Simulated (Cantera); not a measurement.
Reactions in the system Cu-F-H-N

Standard-state values (1 bar) from the NASA 1993 polynomials, evaluated with Cantera. Values are per mole of reaction as written; species without (g) are pure solids or liquids, kept so even where they would boil at 1 bar.

6 H(g) + 3 Cu + 2 NF3(g) ⇌ 2 NH3(g) + 3 CuF2

```tsv
T (K)	ΔH° (kJ)	ΔS° (J/K)	ΔG° (kJ)	log10 K	condensed phases
873	-2761.8	-712.0	-2140.2	128.06	Cu(s), CuF2(s)
948	-2761.2	-711.4	-2086.8	114.98	Cu(s), CuF2(s)
1023	-2760.4	-710.5	-2033.5	103.83	Cu(s), CuF2(s)
1098	-2759.2	-709.4	-1980.3	94.20	Cu(s), CuF2(s)
1173	-2590.7	-557.5	-1936.7	86.24	Cu(s), CuF2(l)
1248	-2587.5	-554.9	-1895.0	79.31	Cu(s), CuF2(l)
```

3 CuF2(g) + 2 NH3(g) ⇌ 6 H(g) + 2 NF3(g) + 3 Cu

| T (K) | ΔH° (kJ) | ΔS° (J/K) | ΔG° (kJ) | log10 K |
|---|---|---|---|---|
| 873 | 1990.9 | 222.8 | 1796.3 | -107.48 |
| 948 | 1997.6 | 230.3 | 1779.3 | -98.04 |
| 1023 | 2004.3 | 237.0 | 1761.8 | -89.96 |
| 1098 | 2010.9 | 243.2 | 1743.8 | -82.96 |
| 1173 | 2017.5 | 249.0 | 1725.3 | -76.83 |
| 1248 | 2024.1 | 254.5 | 1706.5 | -71.42 |
